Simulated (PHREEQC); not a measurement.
Polishing slurry liquid

Solution (55 °C): 0.22 mol HNO3 and 0.0026 mol K2SO4 per kg of water. Closed to the air; pH follows from the charge balance.

All values are PHREEQC results (ion-association model, phreeqc.dat), not measurements.

This is a speciation only: nothing precipitates in the calculation.

**Question.** What pH does the model give?

**Answer.** pH 0.77.

**Question.** In which forms is S present?

**Answer.** HSO4- 92 %, SO4-2 7.5 % of the S.

Away from 25 °C the constants follow the database's enthalpies or fits; those with neither stay at their 25 °C values.
